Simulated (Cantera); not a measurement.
Feed: 1 mol Hg, 2.2 mol H2, held at 500 K and 5.40 bar.

Equilibrium computed with Cantera from the NASA thermochemical tables; the gas is ideal and each condensed phase is pure. Candidate condensed phases: Hg; 3 gas species. Equilibrium is a limit: real reactors are often held back by kinetics, nucleation or transport.

Base state: H2 0.990, Hg 0.00962 (mole fractions); condensed: Hg(l).

Question: What changes in the equilibrium state with this change: Hg replaced by Pb?

Answer: 
```tsv
species	before	after
H2	0.990	1.00
Hg	0.00962	0
Hg(l), mol	0.979	0
Pb(s), mol	0	1.00
```
Further candidate phases: Pb.

Question: What changes in the equilibrium state with this change: temperature from 500 K to 1200 K?

Answer: 
| species | before | after |
|---|---|---|
| H2 | 0.990 | 0.688 |
| Hg | 0.00962 | 0.312 |
| Hg(l), mol | 0.979 | 0 |

Question: What changes in the equilibrium state with this change: temperature from 500 K to 1598.15 K?

Answer: 
```
species      before    after
----------  -------  -------
H2            0.990    0.687
Hg          0.00962    0.312
H             <1e-9  1.90e-5
Hg(l), mol    0.979        0
```
